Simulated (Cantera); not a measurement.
Mixture: 12.0 % CH4, 18.5 % O2, 69.5 % N2, equivalence ratio 1.3, at 0.365 atm, adiabatic and at constant volume. Ignition delay is the time to a rise of 400 K.

Cantera simulation using GRI-Mech 3.0 (53 species, 325 reactions); the numbers are that mechanism's predictions, not measurements.

Problem. Predict: delay at 1025 K; delay at 1125 K; delay at 1225 K; delay at 1325 K; delay at 1425 K; apparent activation energy between 1375 and 1475 K.

Solution. 
```
Quantity                                                 Value
--------------------------------------------------  ----------
delay at 1025 K                                         2.06 s
delay at 1125 K                                        0.364 s
delay at 1225 K                                        77.4 ms
delay at 1325 K                                        19.4 ms
delay at 1425 K                                        5.76 ms
apparent activation energy between 1375 and 1475 K  190 kJ/mol
```
